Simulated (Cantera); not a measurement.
Charge: 1 mol Si, 0.037 mol O2, 130 mol H2, 0.12 mol N2O, at 1700 °C and 0.133 bar.

Method: chemical equilibrium by Gibbs-energy minimisation in Cantera with the NASA 1993 tables (ideal gas, pure condensed phases). Candidate condensed phases: H2O, Si, SiO2, Si2N2O, Si3N4; 35 gas species. Gases not in the tables: Si2H6 and higher silanes. Rates play no part.

Base state: H2 0.994, H 0.00368, SiO 0.00149, N2 0.000918, Si 0.000237, SiH2 9.03e-5, SiH 6.23e-5 (mole fractions); condensed: Si(l).

Problem. What changes in the equilibrium state with this change: temperature from 1700 °C to 1877 °C?

Solution. 
| species | before | after |
|---|---|---|
| H2 | 0.994 | 0.984 |
| H | 0.00368 | 0.0115 |
| Si | 0.000237 | 0.00168 |
| Si2 | 2.30e-6 | 2.44e-5 |
| SiH | 6.23e-5 | 0.000298 |
| SiH2 | 9.03e-5 | 0.000231 |
| N2 | 0.000918 | 0.000910 |
| SiO | 0.00149 | 0.00148 |
| Si(l), mol | 0.754 | 0.506 |
